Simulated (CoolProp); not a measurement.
Vapour-liquid equilibrium of p-xylene (1) + n-decane (2) at 59.45 °C; x and y are mole fractions of (1).

Computed with CoolProp (multi-fluid Helmholtz-energy mixture model, Zhou 2012 and Lemmon 2006; pair parameters Bell 2016).

Q: Give the bubble pressure and the first vapour's composition at x = 0.425, 0.575, 0.875. Is there an azeotrope?

A: x = 0.425: 3.894 kPa, y = 0.773; x = 0.575: 4.639 kPa, y = 0.855; x = 0.875: 6.087 kPa, y = 0.965. No azeotrope shows between x = 0.05 and 0.95.

Pair parameters are fitted to limited data, so mixtures are less certain than the pure fluids.
